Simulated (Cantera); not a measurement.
Feed: 1 mol Pb, 3.8 mol N2, at 925 °C and 900 Pa.

Method: chemical equilibrium by Gibbs-energy minimisation in Cantera with the NASA 1993 tables (ideal gas, pure condensed phases). Candidate condensed phases: Pb; 4 gas species. The numbers say what is thermodynamically allowed, not how fast it happens.

Base state: N2 0.931, Pb 0.0695 (mole fractions); condensed: Pb(l).

Question: What changes in the equilibrium state with this change: temperature from 925 °C to 1050 °C?

Answer: 
```
species      before    after
----------  -------  -------
N2            0.931    0.792
Pb           0.0695    0.208
Pb2         2.54e-6  1.28e-5
Pb(l), mol    0.716        0
```

Question: What changes in the equilibrium state with this change: temperature from 925 °C to 1125 °C?

Answer: 
| species | before | after |
|---|---|---|
| N2 | 0.931 | 0.792 |
| Pb | 0.0695 | 0.208 |
| Pb(l), mol | 0.716 | 0 |
